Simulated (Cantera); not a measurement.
# Hydrocarbon pyrolysis for carbon deposition

An isothermal, constant-pressure homogeneous reactor starts with CH₄ : N₂ = 1 : 3.1 (molar parts), at 1475 K and 0.0691 atm.

Computed with Cantera and GRI-Mech 3.0 (53 species, 325 reactions). GRI-Mech 3.0 stops at C3 and has no aromatics, soot or wall deposition, so with more carbon than oxygen in the feed, carbon stays in small species such as C2H2 where larger ones or solid carbon would form.

```tsv
t (s)	x CH₄	x C₂H	x CH₃	x C₂H₂	x C₂H₆	x C₂H₄	x H
0.000400	0.244	<1e-12	3.62e-6	<1e-12	6.03e-10	3.36e-10	1.47e-8
0.00118	0.244	<1e-12	1.07e-5	5.16e-12	1.52e-8	9.32e-9	1.49e-8
0.00348	0.244	<1e-12	3.10e-5	4.33e-10	3.57e-7	2.40e-7	1.61e-8
0.0103	0.244	<1e-12	8.05e-5	3.59e-8	6.46e-6	5.31e-6	2.48e-8
0.0303	0.243	<1e-12	0.000162	2.25e-6	5.45e-5	7.69e-5	6.28e-8
0.0894	0.241	1.87e-11	0.000276	9.59e-5	0.000202	0.000728	2.54e-7
0.264	0.231	2.97e-10	0.000324	0.00215	0.000288	0.00313	1.13e-6
0.779	0.204	1.38e-9	0.000253	0.0132	0.000167	0.00295	2.97e-6
2.30	0.159	3.03e-9	0.000181	0.0329	7.91e-5	0.00136	5.81e-6
6.78	0.0975	5.39e-9	0.000113	0.0581	2.78e-5	0.000691	1.01e-5
20.0	0.0399	8.88e-9	5.45e-5	0.0814	5.65e-6	0.000594	1.67e-5
```
x: mole fraction; the columns are a selection and need not sum to one.

Equilibrium at this temperature and pressure: CH₄ 0.00284, C₂H 7.97e-9, CH₃ 5.25e-6, C₂H₂ 0.0541, C₂H₆ 8.52e-8, C₂H₄ 0.000400, H 2.66e-5 (gas phase only).
